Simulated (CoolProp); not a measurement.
Vapour-liquid equilibrium of toluene (1) + p-xylene (2) at 2.3 kPa; x and y are mole fractions of (1).

Computed with CoolProp (multi-fluid Helmholtz-energy mixture model, Lemmon 2006 and Zhou 2012; pair parameters Bell 2016).

```
x     bubble temperature (K)  y at the bubble point  dew temperature at overall composition x (K)  liquid density (mol/L)
----  ----------------------  ---------------------  --------------------------------------------  ----------------------
0.05                   308.5                  0.139                                         309.7                   8.041
0.15                   305.1                  0.357                                         308.3                   8.184
0.25                   302.2                  0.517                                         306.9                   8.327
0.35                   299.7                  0.637                                         305.2                   8.470
0.45                   297.5                  0.729                                         303.5                   8.614
0.55                   295.5                  0.801                                         301.5                   8.761
0.65                   293.8                  0.859                                         299.4                   8.909
0.75                   292.2                  0.908                                         296.9                   9.060
0.85                   290.7                  0.949                                         294.0                   9.214
0.95                   289.4                  0.984                                         290.7                   9.371
```

No azeotrope shows between x = 0.05 and 0.95.

The pair parameters rest on a limited set of measurements; away from them the model extrapolates.
